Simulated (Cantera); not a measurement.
Charge: 1 mol SiC, 3.8 mol N2O, 8.1 mol H2, equilibrated at 1.80e-5 bar.

Cantera equilibrium calculation (NASA polynomials, part measured and part estimated; ideal gas, pure solids and liquids). Candidate condensed phases: C, C6H6, C7H8, C8H18, H2O, Si, SiC, SiO2, Si2N2O, Si3N4; 151 gas species. The tables hold silica as quartz up to 1696 K and as liquid above; real silica turns to tridymite and cristobalite and melts near 1996 K. Kinetics and transport are ignored.

Question: Which condensed phases are stable at each of these points (T (K)): 1125, 1200, 1275, 1350, 1425, 1500, 1575, 1650, 1725, 1800?

Answer: 
| T (K) | condensed phases | Si condensed (%) |
|---|---|---|
| 1125 | SiO2(β-quartz) | 100.0 |
| 1200 | SiO2(β-quartz) | 100.0 |
| 1275 | SiO2(β-quartz) | 100.0 |
| 1350 | SiO2(β-quartz) | 100.0 |
| 1425 | SiO2(β-quartz) | 99.9 |
| 1500 | SiO2(β-quartz) | 98.8 |
| 1575 | SiO2(β-quartz) | 91.7 |
| 1650 | SiO2(β-quartz) | 60.9 |
| 1725 | gas only | 0.0 |
| 1800 | gas only | 0.0 |

From 1125 K to 1650 K the condensed part is SiO2(β-quartz). From 1725 K to 1800 K nothing is condensed.
